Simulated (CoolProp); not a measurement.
Vapour-liquid equilibrium of acetone (1) + methanol (2) at 0.0945 MPa; x and y are mole fractions of (1).

Values from CoolProp's multi-fluid Helmholtz-energy mixture model, Lemmon 2006 and de Reuck 1993; pair parameters Bell 2016.

```tsv
x	bubble temperature, mixture model (K)	bubble temperature, Raoult's law (K)	y, mixture model	y, Raoult's law
0.05	334.2	335.4	0.105	0.066
0.2	330.9	334.2	0.321	0.253
0.35	328.9	332.9	0.462	0.424
0.5	327.7	331.5	0.575	0.580
0.65	326.9	330.2	0.684	0.721
0.8	326.6	328.9	0.801	0.849
0.95	326.9	327.6	0.943	0.964
```

The largest gap from Raoult's law is -4.0 K in bubble temperature, at x = 0.35. y crosses x between x = 0.8 and 0.95: the model has an azeotrope there.

The pair parameters rest on a limited set of measurements; away from them the model extrapolates.
